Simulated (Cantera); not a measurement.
A Cantera script and what it prints.

```python
import numpy as np
import cantera as ct

gas_names = """
    CL CLO CL2 H HCL HOCL HO2 H2 H2O H2O2 O OH O2 O3
""".split()
cond_names = """
    H2O(s) H2O(L)
""".split()


# ... load() reads the species with a 1 bar reference pressure and builds the phases ...
atoms = {
    'HCl': {'H': 1, 'CL': 1},
    'H2O': {'H': 2, 'O': 1},
}
top_T = {}  # K; cautious upper limits of use, not melting points


# ... equilibrate(T, P, feed) seeds the gas with the atoms and calls Mixture.equilibrate('TP', solver="vcs", rtol=1e-11, max_steps=5000) ...
results = []
feed = {'HCl': 1, 'H2O': 1.4}  # mol
T = 3350  # K
P = 570  # Pa
mix = equilibrate(T, P, feed)
results.append((T, P, feed, dict(zip(mix.species_names, mix.species_moles))))
print(gas.report(threshold=1e-05))
for i in range(1, mix.n_phases):
    print(f"{mix.phase(i).name:16s} {mix.phase_moles(i):12.5e} mol")
```

Output:

```
       temperature   3350 K
          pressure   570 Pa
           density   0.00020907 kg/m^3
  mean mol. weight   10.216 kg/kmol
   phase of matter   gas

                          1 kg             1 kmol
                     ---------------   ---------------
          enthalpy        2.6261e+07        2.6829e+08  J
   internal energy        2.3535e+07        2.4044e+08  J
           entropy             23273        2.3777e+05  J/K
    Gibbs function       -5.1704e+07       -5.2823e+08  J
 heat capacity c_p            2089.3             21344  J/K
 heat capacity c_v            1275.4             13030  J/K

                      mass frac. Y      mole frac. X     chem. pot. / RT
                     ---------------   ---------------   ---------------
                CL           0.55825           0.16088           -26.537
                 H          0.058535           0.59326            -15.43
               HCL           0.01695         0.0047497           -41.968
                H2         0.0023088            0.0117           -30.861
               H2O        0.00060315        0.00034205           -51.805
                 O           0.34335           0.21925           -20.944
                OH          0.012189          0.007322           -36.375
                O2         0.0077866         0.0024861           -41.888
     [   +6 minor]        2.8408e-05        5.4487e-06
```

Method: chemical equilibrium by Gibbs-energy minimisation in Cantera with the NASA 1993 tables (ideal gas, pure condensed phases).
